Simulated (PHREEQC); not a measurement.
Solution (35 °C): 3.8 mol/kgw NaOH and 7.5e-05 mol/kgw H4SiO4. Closed to the air; pH follows from the charge balance.

Model: Pitzer model, pitzer.dat, run in PHREEQC.

Question: The ionic strength comes out as 3.80 mol/kgw. What activity coefficients do Na+, OH-, H2SiO4-2 get?

Answer: Na+ 0.75, OH- 1.0, H2SiO4-2 0.0086. Single-ion values are on the MacInnes scale.

Precipitation was switched off in this run. Complexes and solids missing from the database can't appear. In brines, pH and single-ion activities rest on the MacInnes convention.
